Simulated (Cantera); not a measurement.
Feed: 1 mol BF₃, 0.095 mol O₂, equilibrated at 577 °C and 1.00 bar.

Equilibrium computed with Cantera from the NASA thermochemical tables; the gas is ideal and each condensed phase is pure. Candidate condensed phases: B, B₂O₃; 21 gas species. Rates play no part.

Base state: BF₃ 0.913, O₂ 0.0868 (mole fractions); condensed: gas only.

### Question
What changes in the equilibrium state with this change: temperature from 577 °C to 2102 °C?

### Answer
```tsv
species	before	after
BF₃	0.913	0.889
O₂	0.0868	0.0793
F	<1e-9	0.0197
BOF	<1e-9	0.00945
O	<1e-9	0.00213
BOF₂	<1e-9	0.000659
BF₂	<1e-9	0.000127
```
The tables' values for BF₂ are old estimates; treat these amounts as uncertain.

### Question
What changes in the equilibrium state with this change: BF₃ replaced by B₂O₃?

### Answer
```csv
species,before,after
O₂,0.0868,1.00
BF₃,0.913,0
"B₂O₃(l), mol",0,1.00
```
